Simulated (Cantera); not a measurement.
What does this Cantera script print?

```python
import numpy as np
import cantera as ct

gas_names = """
    C CO CO2 C2 C2O C3 C3O2 C4 C5 Fe FeC5O5 FeO O O2 O3
""".split()
cond_names = """
    C(gr) Fe(a) Fe(c) Fe(d) Fe(L) FeC5O5(L) FeO(s) FeO(L) Fe2O3(s) Fe3O4(s)
""".split()


# ... load() reads the species with a 1 bar reference pressure and builds the phases ...
atoms = {
    'Fe2O3': {'Fe': 2, 'O': 3},
    'C': {'C': 1},
    'CO': {'C': 1, 'O': 1},
}
top_T = {'C(gr)': 4500, 'Fe2O3(s)': 1830, 'Fe3O4(s)': 1870}  # K; cautious upper limits of use, not melting points


# ... equilibrate(T, P, feed) seeds the gas with the atoms and calls Mixture.equilibrate('TP', solver="vcs", rtol=1e-11, max_steps=5000) ...
results = []
feed = {'Fe2O3': 1, 'C': 0.4, 'CO': 0.48}  # mol
T = 1475  # K
P = 140000  # Pa
mix = equilibrate(T, P, feed)
results.append((T, P, feed, dict(zip(mix.species_names, mix.species_moles))))
x = sorted(zip(gas.X, gas.species_names), reverse=True)
print(f"T = {T:g} K  P = {P:g} Pa  gas = {mix.phase_moles(0):.4g} mol")
print("   x: " + "  ".join(f"{s} {v:.3e}" for v, s in x if v > 1e-05))
print("   condensed (mol): " + ("  ".join(f"{mix.phase(i).name} {mix.phase_moles(i):.4g}"
      for i in range(1, mix.n_phases) if mix.phase_moles(i) > 1e-12) or "none"))
```

Output:

```
T = 1475 K  P = 140000 Pa  gas = 0.88 mol
   x: CO2 6.818e-01  CO 3.182e-01
   condensed (mol): FeO(s) 2
```

These are equilibrium values from Cantera (NASA tables, ideal gas, pure condensed phases), not measurements of a reactor. The tables' stoichiometric FeO is somewhat more stable than real wüstite, so its field is too wide. FeO: taken at fixed stoichiometry.
